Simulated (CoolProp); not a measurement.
Vapour-liquid equilibrium of n-hexane (1) + hexamethyldisiloxane (MM) (2) at 103.65 °C; x and y are mole fractions of (1).

The numbers come from the multi-fluid Helmholtz-energy mixture model, Thol 2019 and Thol 2016; pair parameters Bell 2016 in CoolProp.

Question: Give the bubble pressure and the first vapour's composition at x = 0.65, 0.8, 0.95. Is there an azeotrope?

Answer: x = 0.65: 203.6 kPa, y = 0.809; x = 0.8: 231.1 kPa, y = 0.908; x = 0.95: 260.4 kPa, y = 0.981. No azeotrope shows between x = 0.05 and 0.95.

Pair parameters are fitted to limited data, so mixtures are less certain than the pure fluids.
